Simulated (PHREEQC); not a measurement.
Dissolve 0.058 mol/kgw NiSO4 at 20 °C. Closed to the air; pH follows from the charge balance.

Model: ion-association model, wateq4f.dat, run in PHREEQC.

No solid was allowed to form.

### Question
Estimate the pH, ionic strength.

### Answer
pH 6.12; ionic strength 0.135 mol/kgw.

### Question
In which forms is S present?

### Answer
SO4-2 58 %, NiSO4 42 % of the S.
